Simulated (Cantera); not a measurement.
Cantera run:

```python
import numpy as np
import cantera as ct

gas_names = [...]  # 87 gases of nasa_gas.yaml made of C, H, Si
cond_names = """
    C(gr) C6H6(L) C7H8(L) C8H18(L),n-octa Si(cr) Si(L) SiC(b)
""".split()


# ... load() reads the species with a 1 bar reference pressure and builds the phases ...
atoms = {
    'Si(CH3)4': {'Si': 1, 'C': 4, 'H': 12},
    'H2': {'H': 2},
}
top_T = {'C(gr)': 4500, 'SiC(b)': 3050}  # K; cautious upper limits of use, not melting points


# ... equilibrate(T, P, feed) seeds the gas with the atoms and calls Mixture.equilibrate('TP', solver="vcs", rtol=1e-11, max_steps=5000) ...
results = []
feed = {'Si(CH3)4': 1, 'H2': 1.4}  # mol
T = 1348.15  # K
P = 100000  # Pa
mix = equilibrate(T, P, feed)
results.append((T, P, feed, dict(zip(mix.species_names, mix.species_moles))))
x = sorted(zip(gas.X, gas.species_names), reverse=True)
print(f"T = {T:g} K  P = {P:g} Pa  gas = {mix.phase_moles(0):.4g} mol")
print("   x: " + "  ".join(f"{s} {v:.3e}" for v, s in x if v > 0.0001))
print("   condensed (mol): " + ("  ".join(f"{mix.phase(i).name} {mix.phase_moles(i):.4g}"
      for i in range(1, mix.n_phases) if mix.phase_moles(i) > 1e-12) or "none"))
```

It prints:

```
T = 1348.15 K  P = 100000 Pa  gas = 7.358 mol
   x: H2 9.942e-01  CH4 5.762e-03
   condensed (mol): C(gr) 2.958  SiC(b) 1
```

These are equilibrium values from Cantera (NASA tables, ideal gas, pure condensed phases), not measurements of a reactor.
